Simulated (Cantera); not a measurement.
Low-pressure radical oxidation in H2/O2

A perfectly stirred reactor is fed with 1.77 % H2, 98.2 % O2, at 2670 Pa; it is held at 1300 K, and followed from long to short residence time.

Detailed kinetics in Cantera: the H2/O2 subset of GRI-Mech 3.0, which has no nitrogen chemistry. Radical loss at walls, strong at low pressure, is not modelled.

| τ (s) | x H2 | x O2 | x H2O2 | x H | x OH | x H2O |
|---|---|---|---|---|---|---|
| 0.46 | 5.80e-5 | 0.979 | 3.33e-8 | 7.25e-5 | 0.000772 | 0.0173 |
| 0.15 | 0.000110 | 0.977 | 4.20e-8 | 0.000186 | 0.00107 | 0.0171 |
| 0.048 | 0.000211 | 0.974 | 5.09e-8 | 0.000413 | 0.00141 | 0.0166 |
| 0.016 | 0.000420 | 0.971 | 6.11e-8 | 0.000722 | 0.00178 | 0.0161 |
| 0.0050 | 0.000970 | 0.969 | 7.98e-8 | 0.00106 | 0.00225 | 0.0151 |
| 0.0016 | 0.00240 | 0.969 | 1.10e-7 | 0.00132 | 0.00282 | 0.0132 |
| 0.00053 | 0.00585 | 0.972 | 1.33e-7 | 0.00126 | 0.00314 | 0.00964 |
x: mole fraction; the columns are a selection and need not sum to one.
